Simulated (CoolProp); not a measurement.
CHF3 (R23) along the isobar 2.72 MPa: density (kg/m³) from the reference equation and from simpler models built on Tc = 299.3 K, pc = 4.832 MPa, ω = 0.263; each cubic takes its own stable root.

Values from CoolProp's reference Helmholtz-energy equation of state, Penoncello 2003.

| T (K) | phase | reference |
|---|---|---|
| 261.8 | liquid | 1125 |
| 290.4 | gas | 109.5 |
| 304.7 | gas | 96.60 |
| 319 | gas | 87.71 |
| 333.2 | gas | 80.99 |
| 347.5 | gas | 75.54 |
| 361.8 | gas | 70.99 |
| 376.1 | gas | 67.11 |
| 390.4 | gas | 63.74 |
| 404.7 | gas | 60.76 |
| 419 | gas | 58.10 |
| 433.2 | gas | 55.72 |
| 447.5 | gas | 53.55 |

Task: How far does each simpler model (van der Waals, Soave-Redlich-Kwong) lie from the reference over these 13 states: mean and median of the absolute difference, and the worst?

Result: 
- van der Waals: mean 8.6 %, median 1.5 %, worst -88.5 % at 261.8 K and 2.72 MPa
- Soave-Redlich-Kwong: mean 2.6 %, median 1.1 %, worst -17.9 % at 261.8 K and 2.72 MPa

At some of these states van der Waals gives the other phase, because its saturation line lies elsewhere.
